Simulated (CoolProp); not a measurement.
Vapour-liquid equilibrium of CH2F2 (R32) (1) + R142b (2) at 214.2 K; x and y are mole fractions of (1).

Values from CoolProp's multi-fluid Helmholtz-energy mixture model, Tillner-Roth 1997 and Lemmon 2006; pair parameters Bell 2016.

```csv
x,bubble pressure (MPa),y at the bubble point,dew pressure at overall composition x (MPa),liquid density (mol/L)
0.05,0.01218,0.401,0.008023,13.26
0.15,0.02127,0.690,0.008888,13.92
0.25,0.02981,0.802,0.009962,14.66
0.35,0.03733,0.859,0.01133,15.46
0.45,0.04369,0.894,0.01314,16.34
0.55,0.04902,0.917,0.01562,17.33
0.65,0.05358,0.935,0.01927,18.44
0.75,0.05773,0.951,0.02512,19.69
0.85,0.06186,0.968,0.03585,21.12
0.95,0.06635,0.988,0.05745,22.77
```

No azeotrope shows between x = 0.05 and 0.95.

Pair parameters are fitted to limited data, so mixtures are less certain than the pure fluids.
